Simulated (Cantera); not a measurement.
## Thermodynamics of oxide etching and cleaning by halides, feed SiO2 + SiCl4 + H2

Input: 1 mol SiO2, 0.56 mol SiCl4, 39 mol H2, equilibrated at 100 Torr.

These are equilibrium values from Cantera (NASA tables, ideal gas, pure condensed phases), not measurements of a reactor. Candidate condensed phases: H2O, Si, SiO2; 30 gas species. Mutual solubility and eutectic melting of coexisting phases are not modelled. The tables' values for SiCl3 are old estimates; treat these amounts as uncertain. The tables hold silica as quartz up to 1696 K and as liquid above; real silica turns to tridymite and cristobalite and melts near 1996 K. Kinetics and transport are ignored.

| T (°C) | x H2 | x HCl | x SiCl4 | x SiCl2 | x SiO | x SiHCl3 | x SiCl3 | x SiH2Cl2 | n SiO2(α-quartz) | n SiO2(β-quartz) | n Si(s) |
|---|---|---|---|---|---|---|---|---|---|---|---|
| 500 | 0.983 | 0.00271 | 0.0115 | 1.02e-7 | <1e-12 | 0.00262 | 2.85e-6 | 4.59e-5 | 1.00 | 0 | 0 |
| 575 | 0.982 | 0.00416 | 0.0101 | 2.44e-6 | <1e-12 | 0.00388 | 1.85e-5 | 0.000130 | 0 | 1.00 | 0 |
| 650 | 0.980 | 0.00588 | 0.00862 | 3.31e-5 | 9.64e-11 | 0.00512 | 8.42e-5 | 0.000298 | 0 | 1.00 | 0 |
| 725 | 0.977 | 0.0102 | 0.00744 | 0.000179 | 3.59e-9 | 0.00496 | 0.000233 | 0.000356 | 0 | 1.00 | 0.0384 |
| 800 | 0.971 | 0.0173 | 0.00591 | 0.000600 | 6.67e-8 | 0.00407 | 0.000471 | 0.000326 | 0 | 1.000 | 0.108 |
| 875 | 0.965 | 0.0260 | 0.00392 | 0.00154 | 8.40e-7 | 0.00291 | 0.000739 | 0.000272 | 0 | 1.000 | 0.186 |
| 950 | 0.958 | 0.0342 | 0.00197 | 0.00297 | 7.70e-6 | 0.00170 | 0.000856 | 0.000196 | 0 | 1.000 | 0.252 |
| 1025 | 0.954 | 0.0395 | 0.000725 | 0.00436 | 5.44e-5 | 0.000790 | 0.000727 | 0.000121 | 0 | 0.999 | 0.290 |
| 1100 | 0.951 | 0.0418 | 0.000223 | 0.00528 | 0.000309 | 0.000321 | 0.000504 | 6.83e-5 | 0 | 0.994 | 0.297 |
| 1175 | 0.950 | 0.0424 | 6.72e-5 | 0.00583 | 0.00146 | 0.000129 | 0.000326 | 3.81e-5 | 0 | 0.971 | 0.274 |
| 1250 | 0.945 | 0.0422 | 2.15e-5 | 0.00617 | 0.00587 | 5.40e-5 | 0.000211 | 2.18e-5 | 0 | 0.882 | 0.180 |
x: gas mole fraction; n: condensed amount in mol.

At 500 °C the condensed part is SiO2(α-quartz). From 575 °C to 650 °C the condensed part is SiO2(β-quartz). From 725 °C to 1250 °C the condensed part is Si(s) + SiO2(β-quartz). The main Si-bearing gas is SiCl4 at 500 °C and SiCl2 at 1250 °C.
